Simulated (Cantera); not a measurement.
Input (Python, Cantera):

```python
import numpy as np
import cantera as ct

gas = ct.Solution("gri30.yaml")
gas.TPX = 1750, 101325, {'CH4': 2.2, 'O2': 2.02, 'N2': 10.9}
reactor = ct.IdealGasConstPressureReactor(gas, energy="on", clone=False)
net = ct.ReactorNet([reactor])
net.rtol, net.atol = 1e-08, 1e-16
show = ['CH4', 'O2', 'NO2', 'CH2O', 'CH2']
times = np.geomspace(1e-06, 0.1, 16)

steps = ct.SolutionArray(gas, extra=["t"])
rows = []
print(f"{'t/s':>10s}{'T/K':>9s}{'P/Pa':>11s}" + "".join(f"{s:>11s}" for s in show))
for t in times:
    while net.time < t:
        t_next = net.step()
        steps.append(gas.state, t=t_next)
    rows.append([np.interp(t, steps.t, y) for y in (steps.T, steps.P, *steps(*show).X.T)])
    print(f"{t:10.3e}{rows[-1][0]:9.1f}{rows[-1][1]:11.4g}" + "".join(f"{x:11.3e}" for x in rows[-1][2:]))
rate = np.gradient(steps.T, steps.t)
print("integrator steps:", len(steps.t))
if steps.T.max() > steps.T[0] + 200:
    print(f"time of steepest temperature rise: {steps.t[rate.argmax()]:.4e} s")
gas.TPX = 1750, 101325, {'CH4': 2.2, 'O2': 2.02, 'N2': 10.9}
gas.equilibrate("HP")
print(f"equilibrium (HP): T = {gas.T:.1f} K  " + "  ".join(f"{s} {gas[s].X[0]:.3e}" for s in show))
```

Result:

```
       t/s      T/K       P/Pa        CH4         O2        NO2       CH2O        CH2
 1.000e-06   1750.0  1.013e+05  1.455e-01  1.336e-01  1.147e-19  4.009e-08  1.920e-11
 2.154e-06   1749.9  1.013e+05  1.455e-01  1.336e-01  1.751e-18  2.186e-07  6.328e-11
 4.642e-06   1749.8  1.013e+05  1.455e-01  1.336e-01  2.220e-17  1.145e-06  2.219e-10
 1.000e-05   1749.6  1.013e+05  1.454e-01  1.336e-01  2.610e-16  6.050e-06  9.227e-10
 2.154e-05   1749.2  1.013e+05  1.452e-01  1.335e-01  2.944e-15  3.302e-05  4.614e-09
 4.642e-05   1748.9  1.013e+05  1.446e-01  1.333e-01  3.252e-14  1.805e-04  2.724e-08
 1.000e-04   1752.6  1.013e+05  1.411e-01  1.317e-01  6.296e-13  9.703e-04  2.204e-07
 2.154e-04   1968.9  1.013e+05  6.926e-02  8.206e-02  2.159e-10  2.479e-03  3.876e-05
 4.642e-04   2508.1  1.013e+05  2.881e-04  4.844e-06  1.253e-09  3.865e-06  1.290e-05
 1.000e-03   2495.0  1.013e+05  6.144e-07  6.502e-06  2.493e-09  1.748e-08  3.568e-08
 2.154e-03   2483.7  1.013e+05  3.022e-11  9.793e-06  2.497e-09  7.185e-09  2.999e-12
 4.642e-03   2481.9  1.013e+05  1.667e-11  1.071e-05  1.905e-09  7.071e-09  1.751e-12
 1.000e-02   2482.5  1.013e+05  1.599e-11  1.080e-05  1.346e-09  7.067e-09  1.683e-12
 2.154e-02   2482.8  1.013e+05  1.569e-11  1.085e-05  1.020e-09  7.066e-09  1.653e-12
 4.642e-02   2482.9  1.013e+05  1.562e-11  1.086e-05  9.378e-10  7.065e-09  1.646e-12
 1.000e-01   2482.9  1.013e+05  1.562e-11  1.086e-05  9.340e-10  7.065e-09  1.646e-12
integrator steps: 1699
time of steepest temperature rise: 2.3414e-04 s
equilibrium (HP): T = 2482.9 K  CH4 1.749e-11  O2 1.086e-05  NO2 9.340e-10  CH2O 7.065e-09  CH2 1.799e-12
```

Computed with Cantera and GRI-Mech 3.0 (53 species, 325 reactions).
